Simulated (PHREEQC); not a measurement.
Dissolve 80 mmol/kgw NH3 and 0.14 mmol/kgw CO2 at 25 °C. Closed to the air; pH follows from the charge balance.

Equilibrium calculation in PHREEQC: ion-association model, wateq4f.dat.

No solid was allowed to form.

Question: Predict the pH, ionic strength.

Answer: pH 11.02; ionic strength 0.00148 mol/kgw.

Question: In which forms is N present?

Answer: NH3 98 %, NH4+ 1.7 % of the N.

Complexes and solids missing from the database can't appear.
